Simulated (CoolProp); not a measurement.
Properties of hexamethyldisiloxane (MM) at several states (Tc = 518.7 K, pc = 1.931 MPa, ω = 0.418).

Computed with CoolProp (reference Helmholtz-energy equation of state, Thol 2016).

```csv
T (K),p (MPa),phase,Z,cv (kJ/(kg K)),speed of sound (m/s)
532.1,0.0411,gas,0.9930,2.037,166.0
488.6,1.03,gas,0.6964,2.003,110.3
373.8,5.45,liquid,0.4127,1.730,688.8
```
